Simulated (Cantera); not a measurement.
## Silicon etching in halogen gases: Si + SF6 + N2

Charge: 1 mol Si, 4.3 mol SF6, 58 mol N2, equilibrated at 1.33 mbar.

Cantera equilibrium calculation (NASA polynomials, part measured and part estimated; ideal gas, pure solids and liquids). Candidate condensed phases: S, Si, Si3N4; 29 gas species. The tables' values for SF3, S2F2 (SSF2), SF5 are old estimates; treat these amounts as uncertain. Gases not in the tables: S3 to S7. Equilibrium is a limit: real reactors are often held back by kinetics, nucleation or transport.

```
T (°C)   x N2       x F     x SF4     x SF6     x SF2  x SiF4
------  -----  --------  --------  --------  --------  ------
225     0.921    <1e-12   0.00456    0.0529   8.90e-8  0.0159
425     0.916  2.99e-12    0.0315    0.0364   9.82e-6  0.0158
625     0.916   4.43e-7    0.0315    0.0364   1.22e-5  0.0158
825     0.915  0.000847    0.0318    0.0359   1.44e-5  0.0158
1025    0.866    0.0548    0.0556   0.00756  0.000226  0.0149
1225    0.795     0.133    0.0200   7.61e-6    0.0309  0.0137
1425    0.757     0.175  0.000161  3.07e-10    0.0514  0.0131
```
x: gas mole fraction; nothing condenses.

From 225 °C to 1425 °C nothing is condensed. The main Si-bearing gas is SiF4 throughout.
